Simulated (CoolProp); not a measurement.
A Linde-Hampson liquefier for ethylene: isothermal reversible compression at 320 K from 1 atm to 25 MPa, throttling to 1 atm, return gas leaving the recuperator 10 K below the feed. Each further row changes one setting.

Model: reference Helmholtz-energy equation of state, Smukala 2000, in CoolProp.

| case | liquid yield per pass | compression work (kJ/kg of gas) |
|---|---|---|
| as stated | … | 432 |
| high pressure 50 MPa | … | … |
| warm-end temperature 350 K | … | … |
| warm-end gap 15 K | … | 432 |

**Question.** Some entries are withheld; supply them.

**Answer.** 
- as stated, liquid yield per pass: 0.412
- high pressure 50 MPa, liquid yield per pass: 0.407
- high pressure 50 MPa, compression work (kJ/kg of gas): 491
- warm-end temperature 350 K, liquid yield per pass: 0.333
- warm-end temperature 350 K, compression work (kJ/kg of gas): 498
- warm-end gap 15 K, liquid yield per pass: 0.405
